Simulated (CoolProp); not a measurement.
Vapour-liquid equilibrium of n-butane (1) + benzene (2) at 321.5 K; x and y are mole fractions of (1).

Model: multi-fluid Helmholtz-energy mixture model, Bücker 2006 and Thol 2012; pair parameters Bell 2016, in CoolProp.

Problem. Give the bubble pressure and the first vapour's composition at x = 0.2, 0.35, 0.5. Is there an azeotrope?

Solution. x = 0.2: 146.6 kPa, y = 0.804; x = 0.35: 222.4 kPa, y = 0.889; x = 0.5: 286.6 kPa, y = 0.928. No azeotrope shows between x = 0.05 and 0.95.

Pair parameters are fitted to limited data, so mixtures are less certain than the pure fluids.
